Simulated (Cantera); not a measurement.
An isothermal, constant-pressure homogeneous reactor starts with H₂ : O₂ : N₂ = 0.28 : 1 : 4.2 (molar parts), at 1250 K and 1.13 Torr. Integrator tolerance rtol = 1e-08.

Model: the H2/O2 subset of GRI-Mech 3.0, which has no nitrogen chemistry, integrated in Cantera. Radical loss at walls, strong at low pressure, is not modelled. The temperature is held fixed by assumption; the heat of reaction is taken as removed at once.

What does this change do: temperature 1250 to 1450 K?


| quantity | before | after |
|---|---|---|
| x(H₂) at 300 s | 3.32e-6 (gas-phase equilibrium 1.17e-7) | 1.43e-5 (gas-phase equilibrium 3.21e-6) |
| x(O₂) at 300 s | 0.161 (gas-phase equilibrium 0.161) | 0.161 (gas-phase equilibrium 0.161) |
| x(H₂O₂) at 300 s | 4.29e-10 (gas-phase equilibrium 3.00e-11) | 2.68e-10 (gas-phase equilibrium 1.25e-10) |
| x(H) at 300 s | 6.48e-7 (gas-phase equilibrium 4.30e-9) | 4.14e-6 (gas-phase equilibrium 4.41e-7) |
| x(OH) at 300 s | 0.000106 (gas-phase equilibrium 1.99e-5) | 0.000363 (gas-phase equilibrium 0.000172) |
| x(O) at 300 s | 2.04e-5 (gas-phase equilibrium 7.22e-7) | 9.33e-5 (gas-phase equilibrium 2.09e-5) |
